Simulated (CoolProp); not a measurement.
Values from CoolProp's reference Helmholtz-energy equation of state, Lemmon 2006. It is a short technical equation, of lower accuracy than the large ones.

Q: For acetone, give the phase and the cp (kJ/(kg K)), cv (kJ/(kg K)) at 206.15 °C and 0.101 MPa; 276.85 °C and 0.101 MPa.

A: 
- 206.15 °C and 0.101 MPa: gas; cp 1.83, cv 1.67
- 276.85 °C and 0.101 MPa: gas; cp 2.00, cv 1.85
